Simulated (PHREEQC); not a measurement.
A PHREEQC input (ion-association model, phreeqc.dat):

```
SOLUTION 1
  temp 25
  units mg/L
  pH 12.5
  pe 1.5
  Na 12.6
  K 59.3
  Ca 51.1
  Mg 3.8
  Cl 58.7
  S(6) 37 as SO4
  Alkalinity 141 as HCO3
  Mn(2) 2.54
END
USE solution 1
EQUILIBRIUM_PHASES 1
  Quartz 0 0.5
  CO2(g) -2 10
END
```

It stops with these messages:

```
WARNING: Maximum iterations exceeded, 100
WARNING: Maximum iterations exceeded, 100
WARNING: The program has failed to converge to a numerical solution.
ERROR:           Alkalinity has not converged. Total: 2.312842e-03	Calculated: 3.731844e-02	Residual: -3.500559e-02
ERROR: Is non-carbonate alkalinity greater than total alkalinity?
ERROR:                   Ca has not converged. Total: 1.276104e-03	Calculated: 1.480770e-03	Residual: -2.046666e-04
ERROR:                   Cl has not converged. Total: 1.657211e-03	Calculated: 1.855177e-03	Residual: -1.979658e-04
ERROR:                    K has not converged. Total: 1.517918e-03	Calculated: 1.702012e-03	Residual: -1.840935e-04
ERROR:                   Mg has not converged. Total: 1.564428e-04	Calculated: 1.495913e-04	Residual: 6.851495e-06
ERROR:                Mn(2) has not converged. Total: 4.627576e-05	Calculated: 4.500163e-05	Residual: 1.274133e-06
ERROR:                   Na has not converged. Total: 5.485650e-04	Calculated: 6.312008e-04	Residual: -8.263583e-05
ERROR:                 S(6) has not converged. Total: 3.855083e-04	Calculated: 3.179003e-04	Residual: 6.760804e-05
ERROR:                   Mu Ionic strength has not converged. 	Residual: -5.550129e-03
ERROR:               A(H2O) Activity of water has not converged. 	Residual: 6.279041e-04
ERROR: Model failed to converge for initial solution  1.
```

Q: Find the cause and the fix.

A: The fault: pH typed as 12.5 with the alkalinity kept. The line should read `pH 6.61` where the input has `pH 12.5`. With the mend the run ends at pH 7.14 and ionic strength 0.00648 mol/kgw.
